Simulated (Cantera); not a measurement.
## CO2 + SO2 + H2 (abatement and gas-phase synthesis)

Charge: 1 mol CO2, 0.35 mol SO2, 2.2 mol H2, equilibrated at 977 °C and 0.000350 bar.

Equilibrium computed with Cantera from the NASA thermochemical tables; the gas is ideal and each condensed phase is pure. Candidate condensed phases: C, C6H6, C7H8, C8H18, H2O, H2SO4, S; 123 gas species. Gases not in the tables: S3 to S7. Kinetics and transport are ignored.

```
Item                                       Result
--------------------------------------  ---------
x(H2O)                                      0.362
x(H2)                                       0.277
x(CO)                                       0.162
x(CO2)                                      0.136
x(S2)                                      0.0412
x(H2S)                                     0.0163
x(SO2)                                    0.00435
x(SH)                                    0.000526
x(COS)                                   0.000306
gas amount                              3.355 mol
log10 activity of S(l) (absent)             -3.31
log10 activity of C(graphite) (absent)      -6.18
```
